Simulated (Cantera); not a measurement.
A Cantera script and its output.

```python
import numpy as np
import cantera as ct

gas = ct.Solution("gri30.yaml")
gas.TPX = 1075, 23000, {'H2': 1.8, 'O2': 1, 'N2': 12}
reactor = ct.IdealGasConstPressureReactor(gas, energy="off", clone=False)
net = ct.ReactorNet([reactor])
net.rtol, net.atol = 1e-08, 1e-18
show = ['H2', 'O2', 'OH', 'NO', 'HO2', 'N2O']
times = np.geomspace(4e-06, 30, 12)

steps = ct.SolutionArray(gas, extra=["t"])
rows = []
print(f"{'t/s':>10s}{'T/K':>9s}{'P/Pa':>11s}" + "".join(f"{s:>11s}" for s in show))
for t in times:
    while net.time < t:
        t_next = net.step()
        steps.append(gas.state, t=t_next)
    rows.append([np.interp(t, steps.t, y) for y in (steps.T, steps.P, *steps(*show).X.T)])
    print(f"{t:10.3e}{rows[-1][0]:9.1f}{rows[-1][1]:11.4g}" + "".join(f"{x:11.3e}" for x in rows[-1][2:]))
rate = np.gradient(steps.T, steps.t)
print("integrator steps:", len(steps.t))
if steps.T.max() > steps.T[0] + 200:
    print(f"time of steepest temperature rise: {steps.t[rate.argmax()]:.4e} s")
gas.TPX = 1075, 23000, {'H2': 1.8, 'O2': 1, 'N2': 12}
gas.equilibrate("TP")
print(f"equilibrium (TP): T = {gas.T:.1f} K  " + "  ".join(f"{s} {gas[s].X[0]:.3e}" for s in show))
```

It prints:

```
       t/s      T/K       P/Pa         H2         O2         OH         NO        HO2        N2O
 4.000e-06   1075.0    2.3e+04  1.216e-01  6.757e-02  6.824e-13  1.390e-25  3.720e-11  1.267e-19
 1.687e-05   1075.0    2.3e+04  1.216e-01  6.757e-02  5.967e-12  9.638e-24  1.590e-10  1.546e-18
 7.113e-05   1075.0    2.3e+04  1.216e-01  6.757e-02  5.961e-11  6.519e-22  7.298e-10  4.766e-17
 3.000e-04   1075.0    2.3e+04  1.216e-01  6.757e-02  9.654e-09  3.140e-18  2.201e-08  1.272e-14
 1.265e-03   1075.0    2.3e+04  1.500e-02  1.968e-02  1.290e-03  2.468e-06  5.064e-06  9.639e-09
 5.334e-03   1075.0    2.3e+04  2.185e-03  8.351e-03  3.090e-04  4.309e-06  2.334e-06  1.637e-08
 2.250e-02   1075.0    2.3e+04  1.955e-04  7.269e-03  7.057e-05  4.329e-06  1.220e-06  2.317e-08
 9.486e-02   1075.0    2.3e+04  1.227e-05  7.193e-03  1.791e-05  4.296e-06  1.760e-07  2.613e-08
 4.000e-01   1075.0    2.3e+04  8.082e-07  7.191e-03  5.609e-06  4.288e-06  1.503e-08  2.709e-08
 1.687e+00   1075.0    2.3e+04  9.454e-08  7.192e-03  2.186e-06  4.313e-06  2.101e-09  2.731e-08
 7.114e+00   1075.0    2.3e+04  1.760e-08  7.192e-03  9.838e-07  4.325e-06  4.495e-10  2.648e-08
 3.000e+01   1075.0    2.3e+04  4.468e-09  7.192e-03  4.911e-07  4.328e-06  1.888e-10  2.228e-08
integrator steps: 2128
equilibrium (TP): T = 1075.0 K  H2 2.247e-09  O2 7.188e-03  OH 3.188e-07  NO 1.312e-05  HO2 1.783e-10  N2O 5.049e-10
```

Computed with Cantera and GRI-Mech 3.0 (53 species, 325 reactions). The temperature is held fixed by assumption; the heat of reaction is taken as removed at once.
